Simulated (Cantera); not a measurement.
Charge: 1 mol C, 2.7 mol CO2, 23 mol H2, at 133 Pa.

These are equilibrium values from Cantera (NASA tables, ideal gas, pure condensed phases), not measurements of a reactor. Candidate condensed phases: C, C6H6, C7H8, C8H18, H2O; 110 gas species. Rates play no part.

log p: log10 of the partial pressure in bar; nothing condenses.

```csv
T (K),log p H2,log p H,log p CO,log p H2O,log p O,log p OH,log p CO2
1523,-2.97,-6.12,-3.75,-4.10,-11.98,-8.76,-5.30
1673,-2.97,-5.43,-3.74,-4.09,-10.42,-7.87,-5.38
1823,-2.98,[?],-3.74,-4.09,[?],[?],[?]
1973,-2.99,[?],-3.75,-4.10,[?],[?],-5.51
2123,-3.01,-3.95,-3.76,-4.11,-7.04,-5.96,-5.56
2273,-3.07,-3.61,-3.78,-4.15,-6.20,-5.50,-5.60
2423,-3.18,-3.34,-3.82,-4.25,-5.47,-5.13,-5.67
2573,-3.37,-3.15,-3.88,-4.48,-4.88,-4.91,-5.80
```

Some entries are withheld; supply them.


- 1823, log p H: -4.85
- 1823, log p O: -9.11
- 1823, log p OH: -7.12
- 1823, log p CO2: -5.45
- 1973, log p H: -4.36
- 1973, log p O: -8.00
- 1973, log p OH: -6.50
